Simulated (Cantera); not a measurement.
# Equilibrium for boron, boron nitride and boron oxide: B₂H₆ + O₂ + H₂ + NH₃

Charge: 1 mol B₂H₆, 2.9 mol O₂, a varied amount of H₂, 0.84 mol NH₃, held at 900 °C and 75.0 Torr.

Method: chemical equilibrium by Gibbs-energy minimisation in Cantera with the NASA 1993 tables (ideal gas, pure condensed phases). Candidate condensed phases: B, BN, B₂O₃, B₃O₃H₃, H₂O; 39 gas species. The feed counts by its element totals alone. Gases not in the tables: H₃BO₃. The numbers say what is thermodynamically allowed, not how fast it happens.

| n(H₂) (mol) | log p H₂ | log p H₂O | log p N₂ | log p (HBO₂)₃ | log p HBO₂ | n B₂O₃(l) |
|---|---|---|---|---|---|---|
| 0.79 | -1.39 | -1.29 | -2.11 | -3.83 | -3.90 | 0.984 |
| 1.3 | -1.34 | -1.33 | -2.15 | -3.89 | -3.92 | 0.985 |
| 2.2 | -1.27 | -1.39 | -2.21 | -3.98 | -3.95 | 0.985 |
| 3.6 | -1.21 | -1.47 | -2.29 | -4.10 | -3.99 | 0.986 |
| 5.9 | -1.16 | -1.58 | -2.40 | -4.26 | -4.04 | 0.986 |
| 9.8 | -1.11 | -1.72 | -2.54 | -4.46 | -4.11 | 0.987 |
| 16 | -1.07 | -1.87 | -2.69 | -4.69 | -4.19 | 0.987 |
| 27 | -1.05 | -2.06 | -2.88 | -4.97 | -4.28 | 0.987 |
| 44 | -1.03 | -2.24 | -3.06 | -5.25 | -4.37 | 0.986 |
| 73 | -1.02 | -2.45 | -3.27 | -5.56 | -4.47 | 0.984 |
| 120 | -1.01 | -2.65 | -3.47 | -5.87 | -4.58 | 0.981 |
| 200 | -1.01 | -2.87 | -3.69 | -6.19 | -4.68 | 0.977 |
log p: log10 of the partial pressure in bar; n: condensed amount in mol.

From 0.79 mol H₂ to 200 mol H₂ the condensed part is B₂O₃(l).
